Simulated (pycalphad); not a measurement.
## Effect of Cu content in Si-Cu

Source of the numbers: pycalphad with the COST 507 light-alloy database (1999); pressure 1 atm. The data set is of 1999 and partly superseded. Phase fractions are per mole of atoms. Diffusion is slow at the low end, where real alloys seldom reach equilibrium.

| alloy | liquidus (K) | first solid | solidus (K) | phases at 550 K |
|---|---|---|---|---|
| Si-8.92Cu (at.%) | 1638 | DIAMOND_A4 | 1074 | DIAMOND_A4 0.88, CU19SI6_ETA 0.12 |
| Si-26.77Cu (at.%) | (withheld) | DIAMOND_A4 | 1074 | (withheld) |
| Si-35.7Cu (at.%) | 1453 | DIAMOND_A4 | 1074 | DIAMOND_A4 0.53, CU19SI6_ETA 0.47 |
| Si-71.4Cu (at.%) | 1103 | CU19SI6_ETA | 1074 | CU19SI6_ETA 0.94, DIAMOND_A4 0.06 |

### Question
What belongs in the gaps?

### Answer

- Si-26.77Cu (at.%), liquidus (K): 1517
- Si-26.77Cu (at.%), phases at 550 K: DIAMOND_A4 0.65, CU19SI6_ETA 0.35

Database names, with the compositions (at.%) that they take in these runs: CU19SI6_ETA: Cu 76 Si 24. DIAMOND_A4 is diamond (Si).
